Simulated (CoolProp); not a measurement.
A Linde-Hampson liquefier for carbon monoxide: isothermal reversible compression at 250 K from 1 atm to 20 MPa, throttling to 1 atm, return gas leaving the recuperator 5 K below the feed. Each further row changes one setting.

Values from CoolProp's reference Helmholtz-energy equation of state, Lemmon 2006. It is a short technical equation, of lower accuracy than the large ones.

| case | liquid yield per pass | compression work (kJ/kg of gas) |
|---|---|---|
| as stated | 0.132 | 384 |
| high pressure 40 MPa | 0.161 | 440 |
| warm-end temperature 280 K | 0.093 | 436 |
| warm-end gap 10 K | 0.120 | 384 |
